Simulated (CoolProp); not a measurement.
Hexamethyldisiloxane (MM) along the isotherm 346.85 °C: density (kg/m³) from the reference equation and from simpler models built on Tc = 245.6 °C, pc = 19.31 bar, ω = 0.418; each cubic takes its own stable root.

Model: reference Helmholtz-energy equation of state, Thol 2016, in CoolProp.

```csv
p (bar),phase,reference
4.83,gas,15.97
9.66,gas,33.62
14.5,gas,53.27
19.3,gas,74.91
24.1,supercritical,98.87
29,supercritical,125.9
33.8,supercritical,154.9
38.6,supercritical,186.2
43.5,supercritical,219.4
48.3,supercritical,251.2
```

### Question
How far does each simpler model (van der Waals, Redlich-Kwong) lie from the reference over these 10 states: mean and median of the absolute difference, and the worst?

### Answer
- van der Waals: mean 10.0 %, median 8.7 %, worst +21.8 % at 346.85 °C and 33.8 bar
- Redlich-Kwong: mean 6.9 %, median 7.6 %, worst +13.1 % at 346.85 °C and 38.6 bar
